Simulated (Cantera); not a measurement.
A closed system holds: 1 mol Al2O3, 0.017 mol N2, equilibrated at 1573.15 K and 2.50e-5 bar.

Equilibrium computed with Cantera from the NASA thermochemical tables; the gas is ideal and each condensed phase is pure. Candidate condensed phases: Al, AlN, Al2O3; 16 gas species. Equilibrium is a limit: real reactors are often held back by kinetics, nucleation or transport.

Base state: N2 1.00 (mole fractions); condensed: Al2O3(s).

Task: What changes in the equilibrium state with this change: temperature from 1573.15 K to 2723.15 K?

Result: 
| species | before | after |
|---|---|---|
| O | 9.05e-9 | 0.577 |
| Al | 1.81e-8 | 0.379 |
| AlO | <1e-9 | 0.0337 |
| N2 | 1.00 | 0.00335 |
| O2 | <1e-9 | 0.00526 |
| Al2O | <1e-9 | 0.00147 |
| N | <1e-9 | 2.26e-5 |
| Al2O3(s), mol | 1.00 | 0 |
